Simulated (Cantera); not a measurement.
Input (Python, Cantera) and output of one run.

```python
import numpy as np
import cantera as ct

gas_names = """
    CL CL2 H HCL H2 Si SiCL SiCL2 SiCL3 SiCL4 SiH SiHCL3 SiH2 SiH2CL2 SiH3 SiH3CL SiH4 Si2 Si3
""".split()
cond_names = """
    Si(cr) Si(L)
""".split()


# ... load() reads the species with a 1 bar reference pressure and builds the phases ...
atoms = {
    'Si2H6': {'Si': 2, 'H': 6},
    'HCl': {'H': 1, 'CL': 1},
    'H2': {'H': 2},
}
top_T = {}  # K; cautious upper limits of use, not melting points


# ... equilibrate(T, P, feed) seeds the gas with the atoms and calls Mixture.equilibrate('TP', solver="vcs", rtol=1e-11, max_steps=5000) ...
results = []
T = 948.15  # K
P = 150000  # Pa
for m in [29, 40, 56, 77, 110, 150, 200, 280, 380, 530, 730]:
    feed = {'Si2H6': 1, 'HCl': 0.46, 'H2': m}  # mol
    mix = equilibrate(T, P, feed)
    results.append((T, P, feed, dict(zip(mix.species_names, mix.species_moles))))

top = {s: max(r[3][s] / sum(r[3][g] for g in gas_names) for r in results) for s in gas_names}
cols = sorted((s for s in top if top[s] > 1e-05), key=lambda s: -top[s])[:5]
seen = [c for c in cond_names if any(r[3].get(c, 0) > 1e-12 for r in results)]
print("log10 of partial pressures in bar; condensed amounts in mol")
print(f"{'n(H2)':>10s}" + "".join(f"{s[:9]:>10s}" for s in cols + seen))
for T, P, feed, n in results:
    ng = sum(n[g] for g in gas_names)
    print(f"{feed['H2']:10.4g}" + "".join(f"{np.log10(max(n[s] / ng * P / 1e5, 1e-99)):10.3f}" for s in cols)
          + "".join(f"{n.get(c, 0):10.4g}" for c in seen))
```

Output:

```
log10 of partial pressures in bar; condensed amounts in mol
     n(H2)        H2       HCL    SiHCL3     SiCL4   SiH2CL2    Si(cr)
        29     0.173    -2.478    -2.479    -2.785    -3.167     1.877
        40     0.174    -2.522    -2.611    -2.962    -3.255      1.88
        56     0.174    -2.572    -2.760    -3.160    -3.354     1.884
        77     0.175    -2.622    -2.910    -3.361    -3.454      1.89
       110     0.175    -2.682    -3.092    -3.603    -3.575     1.897
       150     0.175    -2.739    -3.263    -3.831    -3.689     1.905
       200     0.175    -2.796    -3.435    -4.061    -3.803     1.914
       280     0.176    -2.870    -3.656    -4.355    -3.951     1.925
       380     0.176    -2.944    -3.878    -4.652    -4.099     1.936
       530     0.176    -3.034    -4.149    -5.013    -4.279     1.948
       730     0.176    -3.131    -4.440    -5.401    -4.473     1.959
```

Method: chemical equilibrium by Gibbs-energy minimisation in Cantera with the NASA 1993 tables (ideal gas, pure condensed phases). The feed counts by its element totals alone. The tables' values for SiCl3 are old estimates; treat these amounts as uncertain.
